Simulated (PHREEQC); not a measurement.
A solution holds 0.0022 mol H2SO4, 0.0067 mol K2SO4 and 0.011 mol KH2PO4 per kg of water, at 67 °C. Closed to the air; pH follows from the charge balance.

All values are PHREEQC results (ion-association model, wateq4f.dat), not measurements.

Each row changes one thing in this solution. Precipitation was switched off in this run.

| case | pH | ionic strength (mol/kgw) | K+ (mol/kgw) | H2PO4- (mol/kgw) | SO4-2 (mol/kgw) | H3PO4 (mol/kgw) |
|---|---|---|---|---|---|---|
| as made | 2.96 | 0.0313 | 0.0234 | 0.00908 | 0.00667 | 0.00191 |
| 0.00033 mol/kgw CO2 added | 2.96 | 0.0313 | 0.0234 | 0.00908 | 0.00667 | 0.00191 |
| KH2PO4 from 0.011 to 0.0022 mol/kgw | … | 0.0232 | 0.0149 | 0.00165 | 0.00634 | 0.000551 |
| K2SO4 from 0.0067 to 0.00067 mol/kgw | … | 0.0158 | 0.0121 | 0.00866 | 0.00213 | 0.00234 |
| temperature from 67 to 40 °C | … | 0.0325 | 0.0236 | 0.00910 | 0.00726 | 0.00190 |

Task: Fill in the missing entries.

Result: 
- KH2PO4 from 0.011 to 0.0022 mol/kgw, pH: 2.77
- K2SO4 from 0.0067 to 0.00067 mol/kgw, pH: 2.87
- temperature from 67 to 40 °C, pH: 2.85

H3PO4, which wateq4f.dat lacks, is added to it with the constant of phreeqc.dat. At this temperature some constants are extrapolated from 25 °C, and those without enthalpy data are left unchanged.
